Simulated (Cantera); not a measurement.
Feed: 1 mol SiC, 0.032 mol N2O, 700 mol H2, held at 2023 K and 0.100 bar.

Method: chemical equilibrium by Gibbs-energy minimisation in Cantera with the NASA 1993 tables (ideal gas, pure condensed phases). Candidate condensed phases: C, C6H6, C7H8, C8H18, H2O, Si, SiC, SiO2, Si2N2O, Si3N4; 151 gas species. Gases not in the tables: Si2H6 and higher silanes. Equilibrium is a limit: real reactors are often held back by kinetics, nucleation or transport.

Base state: H2 0.994, H 0.00599, Si 0.000131, C2H2 (acetylene) 5.95e-5, CO 3.97e-5, N2 3.29e-5, SiH2 2.77e-5, SiH 2.66e-5 (mole fractions); condensed: SiC(s).

**Question.** What changes in the equilibrium state with this change: pressure from 0.100 bar to 0.160 bar?

**Answer.** 
| species | before | after |
|---|---|---|
| H2 | 0.994 | 0.995 |
| H | 0.00599 | 0.00474 |
| Si | 0.000131 | 9.55e-5 |
| CH4 | 1.02e-5 | 1.41e-5 |
| C2H2 (acetylene) | 5.95e-5 | 4.38e-5 |
| SiH2 | 2.77e-5 | 3.23e-5 |
| SiC(s), mol | 0.859 | 0.883 |

**Question.** What changes in the equilibrium state with this change: temperature from 2023 K to 1275 K?

**Answer.** 
```tsv
species	before	after
H2	0.994	1.000
CH4	1.02e-5	8.05e-5
N2	3.29e-5	3.84e-6
H	0.00599	2.33e-6
Si	0.000131	<1e-9
SiH2	2.77e-5	1.47e-9
SiH	2.66e-5	<1e-9
C2H2 (acetylene)	5.95e-5	2.90e-9
HCN	2.39e-5	2.77e-8
CO	3.97e-5	3.52e-6
SiC(s), mol	0.859	0.941
Si2N2O(s), mol	0	0.0293
```
Mutual solubility and eutectic melting of coexisting phases are not modelled.
